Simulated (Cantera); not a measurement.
A closed system holds: 1 mol CH₃SiCl₃, 0.11 mol HCl, 7.3 mol H₂, at 210 Pa.

Cantera equilibrium calculation (NASA polynomials, part measured and part estimated; ideal gas, pure solids and liquids). Candidate condensed phases: C, C₆H₆, C₇H₈, C₈H₁₈, Si, SiC; 109 gas species. The feed counts by its element totals alone. Kinetics and transport are ignored.

Task: What share of the Si ends up in condensed phases as a function of T (K), at 1273, 1373, 1473, 1573, 1673, 1773, 1873, 1973?

Result: 
```
T (K)  Si condensed (%)      as
-----  ----------------  ------
1273               98.6  SiC(s)
1373               98.2  SiC(s)
1473               97.2  SiC(s)
1573               95.9  SiC(s)
1673               94.1  SiC(s)
1773               91.9  SiC(s)
1873               89.3  SiC(s)
1973               85.8  SiC(s)
```
